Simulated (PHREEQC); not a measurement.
1.6 g of hydrous ferric oxide (600 m²/g; 0.2 weak and 0.005 strong sites per Fe, Dzombak-Morel constants, diffuse double layer) in 1 kg of water with 0.1 mol/kgw of an inert sodium salt and 0.0021 mol/kgw CaCl2 and 0.00012 mol/kgw Na2SeO4, at 25 °C; the pH is set by adding NaOH or the inert anion's acid. Oxygen is held at 0.21 atm. CO2 from the air is kept out. No solid was allowed to form.

The numbers come from PHREEQC with the ion-association model, wateq4f.dat.

Problem. Predict Ca sorbed (%), surface charge σ (C/m²), surface potential ψ (mV) at pH = 4, 6.

Solution. 
```csv
pH,Ca sorbed (%),surface charge σ (C/m²),surface potential ψ (mV)
4,0.0,0.303,142
6,0.2,0.106,89
```
